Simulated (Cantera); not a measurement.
Cantera run:

```python
import numpy as np
import cantera as ct

gas_names = """
    AL ALCL ALCL2 ALCL3 ALH ALN AL2 AL2CL6 CL CL2 H HCL H2 N NH NH2 NH3 N2 N2H2 N2H4
""".split()
cond_names = """
    AL(cr) AL(L) ALCL3(s) ALCL3(L) ALN(s) NH4CL(a) NH4CL(b)
""".split()


# ... load() reads the species with a 1 bar reference pressure and builds the phases ...
atoms = {
    'Al': {'AL': 1},
    'NH3': {'N': 1, 'H': 3},
    'N2': {'N': 2},
    'HCl': {'H': 1, 'CL': 1},
}
top_T = {'ALN(s)': 2750}  # K; cautious upper limits of use, not melting points


# ... equilibrate(T, P, feed) seeds the gas with the atoms and calls Mixture.equilibrate('TP', solver="vcs", rtol=1e-11, max_steps=5000) ...
results = []
T = 1500  # K
P = 11000  # Pa
for m in [0.66, 0.9, 1.2, 1.6, 2.2, 3, 4, 5.4, 7.3, 9.8]:
    feed = {'Al': 1, 'NH3': 26, 'N2': 17, 'HCl': m}  # mol
    mix = equilibrate(T, P, feed)
    results.append((T, P, feed, dict(zip(mix.species_names, mix.species_moles))))

top = {s: max(r[3][s] / sum(r[3][g] for g in gas_names) for r in results) for s in gas_names}
cols = sorted((s for s in top if top[s] > 0.001), key=lambda s: -top[s])[:7]
seen = [c for c in cond_names if any(r[3].get(c, 0) > 1e-12 for r in results)]
print("log10 of partial pressures in bar; condensed amounts in mol")
print(f"{'n(HCl)':>10s}" + "".join(f"{s[:9]:>10s}" for s in cols + seen))
for T, P, feed, n in results:
    ng = sum(n[g] for g in gas_names)
    print(f"{feed['HCl']:10.4g}" + "".join(f"{np.log10(max(n[s] / ng * P / 1e5, 1e-99)):10.3f}" for s in cols)
          + "".join(f"{n.get(c, 0):10.4g}" for c in seen))
```

It prints:

```
log10 of partial pressures in bar; condensed amounts in mol
    n(HCl)        H2        N2       HCL     ALCL3    ALN(s)
      0.66    -1.207    -1.329    -2.994    -5.240    0.9866
       0.9    -1.209    -1.330    -2.868    -4.858    0.9772
       1.2    -1.210    -1.332    -2.754    -4.514    0.9608
       1.6    -1.213    -1.334    -2.647    -4.187    0.9308
       2.2    -1.215    -1.337    -2.536    -3.850     0.869
         3    -1.219    -1.342    -2.439    -3.551    0.7604
         4    -1.222    -1.346    -2.358    -3.301     0.593
       5.4    -1.226    -1.353    -2.283    -3.066    0.3188
       7.3    -1.232    -1.362    -2.189    -2.892         0
       9.8    -1.246    -1.376    -2.014    -2.884         0
```

Cantera equilibrium calculation (NASA polynomials, part measured and part estimated; ideal gas, pure solids and liquids). The tables' values for AlCl2 are old estimates; treat these amounts as uncertain.
